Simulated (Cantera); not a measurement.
# Fe(CO)5 + O2 + H2 (iron carbonyl, mercury and lead vapours)

A closed system holds: 1 mol Fe(CO)5, 0.073 mol O2, 89 mol H2, at 50.0 Pa.

Method: chemical equilibrium by Gibbs-energy minimisation in Cantera with the NASA 1993 tables (ideal gas, pure condensed phases). Candidate condensed phases: C, C6H6, C7H8, C8H18, Fe, Fe(CO)5, FeO, Fe(OH)2, Fe(OH)3, Fe2O3, Fe3O4, H2O; 114 gas species. Rates play no part.

```json
[
 {"T (K)": "973", "x H2": "0.945", "x CO": "0.0531", "x Fe": "7.61e-12", "x H": "4.70e-8", "x H2O": "0.00142", "n Fe(α)": "1.00", "n Fe(γ)": "0"},
 {"T (K)": "1023", "x H2": "0.945", "x CO": "0.0531", "x Fe": "8.96e-11", "x H": "1.80e-7", "x H2O": "0.00145", "n Fe(α)": "1.00", "n Fe(γ)": "0"},
 {"T (K)": "1073", "x H2": "0.945", "x CO": "0.0531", "x Fe": "8.29e-10", "x H": "6.09e-7", "x H2O": "0.00146", "n Fe(α)": "1.00", "n Fe(γ)": "0"},
 {"T (K)": "1123", "x H2": "0.945", "x CO": "0.0531", "x Fe": "6.23e-9", "x H": "1.85e-6", "x H2O": "0.00148", "n Fe(α)": "1.000", "n Fe(γ)": "0"},
 {"T (K)": "1173", "x H2": "0.945", "x CO": "0.0531", "x Fe": "3.93e-8", "x H": "5.13e-6", "x H2O": "0.00149", "n Fe(α)": "1.000", "n Fe(γ)": "0"},
 {"T (K)": "1223", "x H2": "0.945", "x CO": "0.0531", "x Fe": "2.11e-7", "x H": "1.31e-5", "x H2O": "0.00150", "n Fe(α)": "0", "n Fe(γ)": "1.000"},
 {"T (K)": "1273", "x H2": "0.945", "x CO": "0.0531", "x Fe": "9.95e-7", "x H": "3.10e-5", "x H2O": "0.00150", "n Fe(α)": "0", "n Fe(γ)": "1.000"},
 {"T (K)": "1323", "x H2": "0.945", "x CO": "0.0531", "x Fe": "4.16e-6", "x H": "6.90e-5", "x H2O": "0.00151", "n Fe(α)": "0", "n Fe(γ)": "1.000"},
 {"T (K)": "1373", "x H2": "0.945", "x CO": "0.0531", "x Fe": "1.56e-5", "x H": "0.000145", "x H2O": "0.00151", "n Fe(α)": "0", "n Fe(γ)": "0.999"},
 {"T (K)": "1423", "x H2": "0.945", "x CO": "0.0531", "x Fe": "5.33e-5", "x H": "0.000289", "x H2O": "0.00152", "n Fe(α)": "0", "n Fe(γ)": "0.995"},
 {"T (K)": "1473", "x H2": "0.945", "x CO": "0.0531", "x Fe": "0.000167", "x H": "0.000550", "x H2O": "0.00152", "n Fe(α)": "0", "n Fe(γ)": "0.984"},
 {"T (K)": "1523", "x H2": "0.944", "x CO": "0.0531", "x Fe": "0.000485", "x H": "0.00100", "x H2O": "0.00152", "n Fe(α)": "0", "n Fe(γ)": "0.954"},
 {"T (K)": "1573", "x H2": "0.942", "x CO": "0.0530", "x Fe": "0.00131", "x H": "0.00177", "x H2O": "0.00152", "n Fe(α)": "0", "n Fe(γ)": "0.876"},
 {"T (K)": "1623", "x H2": "0.939", "x CO": "0.0529", "x Fe": "0.00334", "x H": "0.00300", "x H2O": "0.00152", "n Fe(α)": "0", "n Fe(γ)": "0.684"}
]
```
x: gas mole fraction; n: condensed amount in mol.

From 973 K to 1173 K the condensed part is Fe(α). From 1223 K to 1623 K the condensed part is Fe(γ).
